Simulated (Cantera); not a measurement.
A freely propagating, adiabatic, planar premixed flame of 29.6 % H2, 14.8 % O2, 55.6 % N2, unburnt at 600 K and 0.240 bar; mixture-averaged transport, grid criteria slope 0.08 and curve 0.16, no radiation.

Model: the H2/O2 subset of GRI-Mech 3.0, which has no nitrogen chemistry, integrated in Cantera. Burning velocities carry a grid error of a few per cent, more on coarse grids.

Problem. Predict: laminar burning velocity; thermal thickness; peak x(HO2); peak x(O); peak x(H).

Solution. 
```json
{
  "laminar_burning_velocity": "645 cm/s",
  "thermal_thickness": "3.02 mm",
  "peak x(HO2)": "8.71e-5",
  "peak x(O)": "0.0159",
  "peak x(H)": "0.0828"
}
```
